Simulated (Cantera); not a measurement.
Input (Python, Cantera) and output of one run.

```python
import numpy as np
import cantera as ct

gas_names = [...]  # 123 gases of nasa_gas.yaml made of C, H, O, Si
cond_names = """
    C(gr) C6H6(L) C7H8(L) C8H18(L),n-octa H2O(s) H2O(L) Si(cr) Si(L) SiC(b) SiO2(Lqz) SiO2(hqz) SiO2(L)
""".split()


# ... load() reads the species with a 1 bar reference pressure and builds the phases ...
atoms = {
    'TEOS': {'Si': 1, 'C': 8, 'H': 20, 'O': 4},
    'O3': {'O': 3},
    'O2': {'O': 2},
}
top_T = {'C(gr)': 4500, 'SiC(b)': 3050}  # K; cautious upper limits of use, not melting points


# ... equilibrate(T, P, feed) seeds the gas with the atoms and calls Mixture.equilibrate('TP', solver="vcs", rtol=1e-11, max_steps=5000) ...
results = []
feed = {'TEOS': 1, 'O3': 1, 'O2': 24}  # mol
P = 5.4  # Pa
for T in [500, 650, 800, 950, 1100, 1250, 1400, 1550]:
    mix = equilibrate(T, P, feed)
    results.append((T, P, feed, dict(zip(mix.species_names, mix.species_moles))))

top = {s: max(r[3][s] / sum(r[3][g] for g in gas_names) for r in results) for s in gas_names}
cols = sorted((s for s in top if top[s] > 0.0001), key=lambda s: -top[s])[:9]
seen = [c for c in cond_names if any(r[3].get(c, 0) > 1e-12 for r in results)]
print("log10 of partial pressures in bar; condensed amounts in mol")
print(f"{'T/K':>10s}" + "".join(f"{s[:9]:>10s}" for s in cols + seen))
for T, P, feed, n in results:
    ng = sum(n[g] for g in gas_names)
    print(f"{T:10.4g}" + "".join(f"{np.log10(max(n[s] / ng * P / 1e5, 1e-99)):10.3f}" for s in cols)
          + "".join(f"{n.get(c, 0):10.4g}" for c in seen))
```

Output:

```
log10 of partial pressures in bar; condensed amounts in mol
       T/K        O2       H2O       CO2        OH         O        CO        H2 SiO2(Lqz) SiO2(hqz)
       500    -4.636    -4.766    -4.863   -18.266   -25.254   -27.565   -25.331         1         0
       650    -4.636    -4.766    -4.863   -14.372   -19.206   -20.727   -19.437         1         0
       800    -4.636    -4.766    -4.863   -11.932   -15.416   -16.456   -15.734         1         0
       950    -4.636    -4.766    -4.863   -10.259   -12.816   -13.538   -13.188         0         1
      1100    -4.636    -4.766    -4.863    -9.040   -10.921   -11.419   -11.328         0         1
      1250    -4.636    -4.766    -4.863    -8.113    -9.478    -9.813    -9.910         0         1
      1400    -4.636    -4.767    -4.863    -7.385    -8.342    -8.554    -8.794         0         1
      1550    -4.637    -4.769    -4.864    -6.798    -7.425    -7.541    -7.893         0         1
```

Cantera equilibrium calculation (NASA polynomials, part measured and part estimated; ideal gas, pure solids and liquids). The feed counts by its element totals alone. The tables hold silica as quartz up to 1696 K and as liquid above; real silica turns to tridymite and cristobalite and melts near 1996 K.
